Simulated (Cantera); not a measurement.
Feed: 1 mol NF3, 0.44 mol SO2, 1 mol H2, equilibrated at 3225 K and 1000 Pa.

These are equilibrium values from Cantera (NASA tables, ideal gas, pure condensed phases), not measurements of a reactor. Candidate condensed phases: H2O, H2SO4, S; 62 gas species. Kinetics and transport are ignored.

Base state: HF 0.298, F 0.284, O 0.142, N2 0.0955, H 0.0858, S 0.0691, SO 0.0149, O2 0.00374 (mole fractions); condensed: gas only.

Task: What changes in the equilibrium state with this change: SO2 from 0.44 to 0.018 mol?

Result: 
```csv
species,before,after
HF,0.298,0.411
F,0.284,0.352
N2,0.0955,0.127
O,0.142,0.00871
SO,0.0149,5.92e-5
S,0.0691,0.00449
H,0.0858,0.0954
SO2,0.000625,1.53e-7
O2,0.00374,1.41e-5
```

Task: What changes in the equilibrium state with this change: NF3 replaced by HF?

Result: 
| species | before | after |
|---|---|---|
| H | 0.0858 | 0.451 |
| HF | 0.298 | 0.202 |
| O | 0.142 | 0.163 |
| F | 0.284 | 0.0366 |
| N2 | 0.0955 | 0 |
| H2 | 0.000815 | 0.0225 |
| OH | 0.00226 | 0.0136 |
| SO | 0.0149 | 0.0202 |
| S | 0.0691 | 0.0822 |
| NO | 0.00286 | 0 |
| N | 0.000166 | 0 |
| SN | 1.32e-5 | 0 |
| H2O | 5.49e-5 | 0.00174 |
